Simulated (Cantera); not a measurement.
A closed system holds: 1 mol V, 2.9 mol N2O, 2.6 mol N2, 0.029 mol H2O, at 1002 °C and 2.55 Torr.

These are equilibrium values from Cantera (NASA tables, ideal gas, pure condensed phases), not measurements of a reactor. Condensed phases not in the tables: the oxides between V2O3 and V2O5 other than VO2. Kinetics and transport are ignored.

| species | before | after |
|---|---|---|
| N2 | 0.920 | 0.744 |
| VO2 | 4.70e-8 | 0.131 |
| O | 5.25e-7 | 0.0845 |
| O2 | 0.0752 | 0.0186 |
| VO | <1e-9 | 0.00539 |
| H | 1.64e-9 | 0.00679 |
| V | <1e-9 | 4.01e-5 |
| N | <1e-9 | 2.40e-5 |
| H2 | 1.67e-8 | 4.86e-5 |
| H2O | 0.00485 | 2.65e-5 |
| V2O4(s), mol | 0.500 | 0 |
Gas species are given as mole fractions.

Question: Which change was made?
A. temperature from 1002 °C to 1702 °C
B. temperature from 1002 °C to 2427 °C
C. pressure from 2.55 Torr to 750 Torr
D. N2O from 2.9 to 0.64 mol

Answer: B, temperature from 1002 °C to 2427 °C
